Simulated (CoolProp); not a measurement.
Vapour-liquid equilibrium of benzene (1) + o-xylene (2) at 0.132 MPa; x and y are mole fractions of (1).

Computed with CoolProp (multi-fluid Helmholtz-energy mixture model, Thol 2012 and Zhou 2012; pair parameters Bell 2016).

```
x      bubble temperature (°C)  y at the bubble point  dew temperature at overall composition x (°C)  liquid density (mol/L)
-----  -----------------------  ---------------------  ---------------------------------------------  ----------------------
0.05                     148.8                  0.175                                          153.1                   7.297
0.125                    139.9                  0.398                                          150.6                   7.520
0.2                      131.3                  0.568                                          147.9                   7.748
0.275                    123.5                  0.689                                          145.1                   7.975
0.35                     116.9                  0.773                                            ___                   8.199
0.425                    111.3                  0.831                                          138.6                   8.422
0.5                        ___                    ___                                          135.0                   8.643
0.575                      ___                  0.903                                          130.9                   8.866
0.65                      99.8                    ___                                          126.2                     ___
0.725                     97.1                  0.945                                          120.8                   9.326
0.8                       94.7                  0.961                                          114.4                   9.569
0.875                      ___                  0.975                                            ___                   9.824
0.95                      90.3                  0.990                                           96.2                   10.09
```

**Question.** Some entries are withheld; supply them.

**Answer.** 
- 0.35, dew temperature at overall composition x (°C): 142.0
- 0.5, bubble temperature (°C): 106.7
- 0.5, y at the bubble point: 0.873
- 0.575, bubble temperature (°C): 102.9
- 0.65, y at the bubble point: 0.926
- 0.65, liquid density (mol/L): 9.093
- 0.875, bubble temperature (°C): 92.4
- 0.875, dew temperature at overall composition x (°C): 106.5

No azeotrope shows between x = 0.05 and 0.95.

The pair parameters rest on a limited set of measurements; away from them the model extrapolates. The gap from Raoult's law changes sign with composition, which may be real or a fault of the pair parameters; it wasn't checked against measurements.
